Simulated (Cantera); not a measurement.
Input: 1 mol Pb, 0.76 mol CO, 38 mol H2, held at 773 K and 1000 Pa.

Method: chemical equilibrium by Gibbs-energy minimisation in Cantera with the NASA 1993 tables (ideal gas, pure condensed phases). Candidate condensed phases: C, C6H6, C7H8, C8H18, H2O, Pb, PbO, PbO2, Pb3O4; 113 gas species. The numbers say what is thermodynamically allowed, not how fast it happens.

Base state: H2 0.971, CO 0.00977, CH4 0.00974, H2O 0.00926, CO2 0.000478 (mole fractions); condensed: Pb(l).

**Question.** What changes in the equilibrium state with this change: temperature from 773 K to 948 K?

**Answer.** 
```json
[
 {"species": "H2", "before": "0.971", "after": "0.979"},
 {"species": "CO", "before": "0.00977", "after": "0.0190"},
 {"species": "CH4", "before": "0.00974", "after": "0.000555"},
 {"species": "H2O", "before": "0.00926", "after": "0.000536"},
 {"species": "Pb", "before": "2.31e-6", "after": "0.000479"},
 {"species": "CO2", "before": "0.000478", "after": "1.89e-5"},
 {"species": "Pb(l), mol", "before": "1.000", "after": "0.981"}
]
```
